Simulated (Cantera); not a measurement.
**Gas-phase reforming**

An isothermal, constant-pressure homogeneous reactor starts with CH4 : CO2 = 1 : 1.1 (molar parts), at 1850 K and 1.00 bar.

Cantera simulation using GRI-Mech 3.0 (53 species, 325 reactions); the numbers are that mechanism's predictions, not measurements.

```json
[
 {"t (s)": "0.000500", "x CH4": "0.262", "x CO2": "0.433", "x C2H": "5.29e-7", "x CH2O": "6.76e-5", "x C2H6": "0.000987"},
 {"t (s)": "0.000965", "x CH4": "0.185", "x CO2": "0.373", "x C2H": "7.98e-7", "x CH2O": "4.28e-5", "x C2H6": "0.000479"},
 {"t (s)": "0.00186", "x CH4": "0.116", "x CO2": "0.295", "x C2H": "1.06e-6", "x CH2O": "2.72e-5", "x C2H6": "0.000213"},
 {"t (s)": "0.00360", "x CH4": "0.0626", "x CO2": "0.199", "x C2H": "1.35e-6", "x CH2O": "1.71e-5", "x C2H6": "8.12e-5"},
 {"t (s)": "0.00695", "x CH4": "0.0304", "x CO2": "0.115", "x C2H": "1.62e-6", "x CH2O": "1.05e-5", "x C2H6": "2.75e-5"},
 {"t (s)": "0.0134", "x CH4": "0.0190", "x CO2": "0.0758", "x C2H": "1.53e-6", "x CH2O": "6.05e-6", "x C2H6": "1.19e-5"},
 {"t (s)": "0.0259", "x CH4": "0.0160", "x CO2": "0.0596", "x C2H": "1.16e-6", "x CH2O": "3.38e-6", "x C2H6": "7.16e-6"},
 {"t (s)": "0.0500", "x CH4": "0.0135", "x CO2": "0.0452", "x C2H": "7.98e-7", "x CH2O": "1.74e-6", "x C2H6": "4.20e-6"},
 {"t (s)": "0.0965", "x CH4": "0.0105", "x CO2": "0.0325", "x C2H": "5.14e-7", "x CH2O": "8.39e-7", "x C2H6": "2.18e-6"},
 {"t (s)": "0.186", "x CH4": "0.00753", "x CO2": "0.0223", "x C2H": "3.07e-7", "x CH2O": "4.02e-7", "x C2H6": "1.01e-6"},
 {"t (s)": "0.360", "x CH4": "0.00499", "x CO2": "0.0149", "x C2H": "1.68e-7", "x CH2O": "2.14e-7", "x C2H6": "4.12e-7"},
 {"t (s)": "0.695", "x CH4": "0.00304", "x CO2": "0.0100", "x C2H": "8.03e-8", "x CH2O": "1.40e-7", "x C2H6": "1.49e-7"},
 {"t (s)": "1.34", "x CH4": "0.00167", "x CO2": "0.00717", "x C2H": "3.06e-8", "x CH2O": "1.14e-7", "x C2H6": "4.45e-8"},
 {"t (s)": "2.59", "x CH4": "0.000737", "x CO2": "0.00574", "x C2H": "7.26e-9", "x CH2O": "1.04e-7", "x C2H6": "8.79e-9"},
 {"t (s)": "5.00", "x CH4": "0.000176", "x CO2": "0.00525", "x C2H": "5.21e-10", "x CH2O": "9.92e-8", "x C2H6": "5.15e-10"}
]
```
x: mole fraction; the columns are a selection and need not sum to one.

Equilibrium at this temperature and pressure: CH4 3.90e-7, CO2 0.00518, C2H <1e-12, CH2O 9.80e-8, C2H6 <1e-12 (gas phase only).
